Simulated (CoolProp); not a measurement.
p-xylene at several states: fugacity coefficient from the reference equation and from simpler models built on Tc = 343.0 °C, pc = 3.532 MPa, ω = 0.324; each cubic takes its own stable root.

The numbers come from the reference Helmholtz-energy equation of state, Zhou 2012 in CoolProp.

```json
[
 {"T (°C)": "155.65", "p (MPa)": "0.983", "phase": "liquid", "reference": "___", "Redlich-Kwong": "___", "Peng-Robinson": "0.1572"},
 {"T (°C)": "111.35", "p (MPa)": "0.124", "phase": "liquid", "reference": "0.3654", "Redlich-Kwong": "0.8379", "Peng-Robinson": "0.3655"},
 {"T (°C)": "100.85", "p (MPa)": "10.7", "phase": "liquid", "reference": "0.004775", "Redlich-Kwong": "0.01267", "Peng-Robinson": "___"},
 {"T (°C)": "33.85", "p (MPa)": "0.428", "phase": "liquid", "reference": "0.004579", "Redlich-Kwong": "___", "Peng-Robinson": "___"},
 {"T (°C)": "187.65", "p (MPa)": "7.8", "phase": "liquid", "reference": "0.05021", "Redlich-Kwong": "0.08419", "Peng-Robinson": "___"}
]
```

Problem. Some entries are withheld; supply them.

Solution. 
- 155.65, reference: 0.1559
- 155.65, Redlich-Kwong: 0.2853
- 100.85, Peng-Robinson: 0.004803
- 33.85, Redlich-Kwong: 0.01809
- 33.85, Peng-Robinson: 0.004618
- 187.65, Peng-Robinson: 0.05109
